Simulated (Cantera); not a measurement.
## Hydrocarbon pyrolysis for carbon deposition

An isothermal, constant-pressure homogeneous reactor starts with C₂H₆ : N₂ = 0.23 : 67 (molar parts), at 1850 K and 0.133 bar.

Model: GRI-Mech 3.0 (53 species, 325 reactions), integrated in Cantera. GRI-Mech 3.0 stops at C3 and has no aromatics, soot or wall deposition, so with more carbon than oxygen in the feed, carbon stays in small species such as C2H2 where larger ones or solid carbon would form.

| t (s) | x C₂H₆ | x C₂H | x C₂H₄ | x CH₄ | x H₂ | x CH₂ | x H |
|---|---|---|---|---|---|---|---|
| 0.000400 | 4.44e-6 | 3.02e-6 | 0.000611 | 0.000334 | 0.00468 | 1.79e-5 | 0.000575 |
| 0.000825 | 6.60e-7 | 2.13e-6 | 0.000184 | 0.000267 | 0.00574 | 8.68e-6 | 0.000390 |
| 0.00170 | 1.74e-7 | 1.50e-6 | 3.84e-5 | 0.000192 | 0.00619 | 4.31e-6 | 0.000274 |
| 0.00350 | 5.80e-8 | 1.12e-6 | 8.80e-6 | 0.000138 | 0.00640 | 2.19e-6 | 0.000206 |
| 0.00722 | 2.08e-8 | 8.81e-7 | 2.88e-6 | 9.93e-5 | 0.00652 | 1.13e-6 | 0.000164 |
| 0.0149 | 7.68e-9 | 7.27e-7 | 1.07e-6 | 7.05e-5 | 0.00659 | 5.95e-7 | 0.000136 |
| 0.0307 | 2.79e-9 | 6.31e-7 | 4.17e-7 | 4.79e-5 | 0.00665 | 3.20e-7 | 0.000118 |
| 0.0632 | 9.39e-10 | 5.79e-7 | 1.72e-7 | 2.98e-5 | 0.00668 | 1.73e-7 | 0.000109 |
| 0.130 | 2.53e-10 | 5.61e-7 | 8.25e-8 | 1.59e-5 | 0.00671 | 8.82e-8 | 0.000106 |
| 0.269 | 4.24e-11 | 5.65e-7 | 5.50e-8 | 6.45e-6 | 0.00673 | 3.68e-8 | 0.000107 |
| 0.554 | 3.05e-12 | 5.84e-7 | 4.98e-8 | 1.67e-6 | 0.00673 | 1.03e-8 | 0.000110 |
| 1.14 | <1e-12 | 6.12e-7 | 4.94e-8 | 3.61e-7 | 0.00674 | 2.51e-9 | 0.000116 |
| 2.35 | <1e-12 | 6.37e-7 | 4.94e-8 | 1.57e-7 | 0.00673 | 1.18e-9 | 0.000120 |
| 4.85 | <1e-12 | 6.44e-7 | 4.94e-8 | 7.68e-8 | 0.00673 | 5.90e-10 | 0.000122 |
| 10.0 | <1e-12 | 6.45e-7 | 4.94e-8 | 4.37e-8 | 0.00673 | 3.36e-10 | 0.000122 |
x: mole fraction; the columns are a selection and need not sum to one.

Equilibrium at this temperature and pressure: C₂H₆ <1e-12, C₂H 2.12e-8, C₂H₄ 1.62e-9, CH₄ 3.09e-8, H₂ 0.00674, CH₂ 2.38e-10, H 0.000122 (gas phase only).
